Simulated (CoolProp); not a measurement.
Toluene at 293.15 K and 2.42 MPa is throttled through a valve to 1.37 MPa with no heat exchange. Each further row changes one setting.

Values from CoolProp's reference Helmholtz-energy equation of state, Lemmon 2006. It is a short technical equation, of lower accuracy than the large ones.

```
case                       temperature change (K)  final density (kg/m³)
-------------------------  ----------------------  ---------------------
as stated                                     [?]                    [?]
outlet pressure 0.411 MPa                     [?]                    [?]
outlet pressure 1.78 MPa                     +0.3                    868
```

Task: What belongs in the gaps?

Result: 
- as stated, temperature change (K): +0.5
- as stated, final density (kg/m³): 867
- outlet pressure 0.411 MPa, temperature change (K): +0.9
- outlet pressure 0.411 MPa, final density (kg/m³): 866
